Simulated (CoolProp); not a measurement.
Properties of ethanol along the isotherm 215.85 °C.

The numbers come from the reference Helmholtz-energy equation of state, Schroeder 2014 in CoolProp.

| p (kPa) | phase | cp (kJ/(kg K)) | isothermal compressibility (1/MPa) | expansivity (1/kK) | viscosity (µPa s) | conductivity (mW/(m K)) |
|---|---|---|---|---|---|---|
| 783 | gas | 2.235 | 1.347 | 2.599 | 14.5 | 38.1 |
| 1570 | gas | 2.483 | 0.7212 | 3.385 | 14.6 | 40.1 |
| 2350 | gas | 2.836 | 0.5316 | 4.592 | 14.8 | 42.7 |
| 3130 | gas | 3.428 | 0.4664 | 6.794 | 15.1 | 46.6 |
| 3920 | gas | 4.940 | 0.5188 | 12.95 | 15.8 | 54.3 |
| 4700 | liquid | 5.250 | 0.02219 | 7.057 | 76.8 | 134 |
| 5480 | liquid | 5.014 | 0.01816 | 6.106 | 79.8 | 134 |
| 6270 | liquid | 4.847 | 0.01546 | 5.450 | 82.6 | 135 |
| 7050 | liquid | 4.724 | 0.01355 | 4.975 | 85.0 | 136 |
| 7830 | liquid | 4.627 | 0.01211 | 4.607 | 87.3 | 136 |
| 8620 | liquid | 4.547 | 0.01096 | 4.308 | 89.4 | 137 |
| 9400 | liquid | 4.481 | 0.01004 | 4.065 | 91.4 | 137 |

Viscosity comes from a separate model (Kiselev 2005). Thermal conductivity comes from a separate model (Assael 2013).
